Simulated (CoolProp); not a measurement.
Properties of CHF3 (R23) along the isotherm 323.3 K (Tc = 299.3 K, pc = 4832 kPa, ω = 0.263).

The numbers come from the reference Helmholtz-energy equation of state, Penoncello 2003 in CoolProp.

| p (kPa) | phase | Z | fugacity coefficient |
|---|---|---|---|
| 7.64 | gas | 0.9996 | 0.9996 |
| 12.3 | gas | 0.9993 | 0.9993 |
| 19.9 | gas | 0.9989 | 0.9989 |
| 32.2 | gas | 0.9982 | 0.9982 |
| 52 | gas | 0.9970 | 0.9970 |
| 84.1 | gas | 0.9952 | 0.9952 |
| 136 | gas | 0.9922 | 0.9922 |
| 219 | gas | 0.9874 | 0.9875 |
| 355 | gas | 0.9794 | 0.9798 |
| 573 | gas | ___ | 0.9674 |
| 926 | gas | 0.9453 | 0.9476 |
| 1500 | gas | ___ | 0.9157 |
| 2420 | gas | 0.8493 | ___ |

Q: Some entries are withheld; supply them.

A: 
- 573, Z: 0.9666
- 1500, Z: 0.9097
- 2420, fugacity coefficient: 0.8655
